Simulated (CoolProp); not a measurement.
Properties of hydrogen sulfide along the isotherm 400.5 K.

The numbers come from the reference Helmholtz-energy equation of state, Lemmon 2006 in CoolProp. It is a short technical equation, of lower accuracy than the large ones.

```csv
p (bar),phase,Z,cp (kJ/(kg K)),speed of sound (m/s),expansivity (1/kK),viscosity (µPa s)
0.711,gas,0.9979,1.046,356.7,2.514,16.4
1.2,gas,0.9965,1.048,356.4,2.526,16.4
2.03,gas,0.9940,1.052,356.0,2.546,16.4
3.42,gas,0.9899,1.059,355.2,2.580,16.4
5.77,gas,0.9828,1.071,353.8,2.641,16.4
9.74,gas,0.9708,1.091,351.5,2.748,16.3
16.4,gas,0.9501,1.129,347.5,2.946,16.3
27.7,gas,0.9134,1.204,340.6,3.345,16.4
46.8,gas,0.8460,1.377,328.4,4.277,16.7
79,gas,0.7107,1.961,306.2,7.465,18.3
133,supercritical,0.3933,6.366,301.6,28.82,34.1
225,supercritical,0.4103,2.719,528.9,6.310,61.1
```

The peak of cp marks the crossing from liquid-like to gas-like fluid above the critical point.

Viscosity comes from a separate model (Quiñones-Cisneros 2012).
